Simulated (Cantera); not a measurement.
What does this Cantera script print?

```python
import numpy as np
import cantera as ct

gas = ct.Solution("h2o2.yaml")
gas.TPX = 650, 400000, {'H2': 1, 'O2': 0.532, 'N2': 2}
flame = ct.FreeFlame(gas, width=0.015)
flame.set_refine_criteria(ratio=3, slope=0.08, curve=0.16)
flame.transport_model = "mixture-averaged"
flame.solve(loglevel=0, auto=True)
z, T = flame.grid, flame.T
thick = (T[-1] - T[0]) / np.gradient(T, z).max()
show = ['H2', 'O2', 'H2O2', 'OH', 'HO2', 'H2O']
print(f"laminar burning velocity  {flame.velocity[0] * 100:.3f} cm/s")
print(f"burnt temperature         {T[-1]:.1f} K")
print(f"thermal thickness         {thick * 1e3:.4f} mm")
print(f"grid points               {len(z)}")
z0 = z[flame.heat_release_rate.argmax()]
print(f"{'z/mm':>9s}{'T/K':>9s}{'u/(m/s)':>9s}" + "".join(f"{s:>11s}" for s in show))
rows = []
for k in (-3, -2, -1.5, -1, -0.5, -0.25, 0, 0.25, 0.5, 1, 2, 4, 8):
    zz = z0 + k * thick
    rows.append([k * thick, np.interp(zz, z, T), np.interp(zz, z, flame.velocity),
                 *(np.interp(zz, z, flame.X[gas.species_index(s)]) for s in show)])
    print(f"{rows[-1][0] * 1e3:9.3f}{rows[-1][1]:9.1f}{rows[-1][2]:9.3f}" + "".join(f"{x:11.3e}" for x in rows[-1][3:]))
```

Result:

```
laminar burning velocity  803.359 cm/s
burnt temperature         2571.8 K
thermal thickness         0.0806 mm
grid points               113
     z/mm      T/K  u/(m/s)         H2         O2       H2O2         OH        HO2        H2O
   -0.242    650.0    8.034  2.831e-01  1.506e-01  5.100e-14  7.485e-16  7.828e-12  3.316e-11
   -0.161    650.0    8.034  2.831e-01  1.506e-01  5.346e-12  1.545e-13  7.951e-10  2.576e-09
   -0.121    650.0    8.033  2.831e-01  1.506e-01  1.383e-10  7.136e-12  1.983e-08  4.812e-08
   -0.081    650.1    8.031  2.827e-01  1.507e-01  6.698e-09  4.680e-10  8.889e-07  1.606e-06
   -0.040    674.3    8.238  2.733e-01  1.518e-01  7.792e-06  3.721e-05  3.897e-04  1.079e-03
   -0.020    909.7   10.766  2.333e-01  1.467e-01  4.796e-05  1.054e-03  6.135e-04  2.339e-02
    0.000   1371.1   15.684  1.446e-01  1.098e-01  1.742e-05  4.356e-03  2.945e-04  1.064e-01
    0.020   1712.5   19.325  7.056e-02  5.906e-02  4.676e-06  1.146e-02  1.349e-04  1.957e-01
    0.040   1891.1   21.191  4.608e-02  3.803e-02  2.792e-06  1.628e-02  7.388e-05  2.310e-01
    0.081   2071.7   22.986  3.717e-02  2.890e-02  1.660e-06  1.907e-02  4.259e-05  2.502e-01
    0.161   2239.6   24.576  3.144e-02  2.432e-02  1.105e-06  1.910e-02  2.507e-05  2.657e-01
    0.322   2381.1   25.865  2.447e-02  2.041e-02  8.252e-07  1.734e-02  1.436e-05  2.812e-01
    0.645   2484.3   26.776  1.773e-02  1.734e-02  6.790e-07  1.474e-02  8.863e-06  2.942e-01
```

Detailed kinetics in Cantera: the H2/O2 subset of GRI-Mech 3.0, which has no nitrogen chemistry. The hydrogen kinetics of GRI-Mech 3.0 are dated; newer H2 mechanisms differ, most at raised pressure. Burning velocities carry a grid error of a few per cent, more on coarse grids.
